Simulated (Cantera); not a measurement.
Feed: 1 mol CF4, 1 mol F2, at 10.0 Pa.

These are equilibrium values from Cantera (NASA tables, ideal gas, pure condensed phases), not measurements of a reactor. Candidate condensed phases: C; 13 gas species. Gases not in the tables: C2F6 and larger saturated fluorocarbons. Equilibrium is a limit: real reactors are often held back by kinetics, nucleation or transport.

Q: Which condensed phases are stable at each of these points (T (K)): 1850, 1925, 2000, 2075, 2150, 2225, 2300, 2375, 2450, 2525, 2600?

A: 
```
T (K)  condensed phases  C condensed (%)
-----  ----------------  ---------------
1850           gas only              0.0
1925           gas only              0.0
2000           gas only              0.0
2075           gas only              0.0
2150        C(graphite)             21.5
2225        C(graphite)             48.6
2300        C(graphite)             64.4
2375        C(graphite)             71.4
2450        C(graphite)             70.6
2525        C(graphite)             59.3
2600        C(graphite)             24.3
```

From 1850 K to 2075 K nothing is condensed. From 2150 K to 2600 K the condensed part is C(graphite).
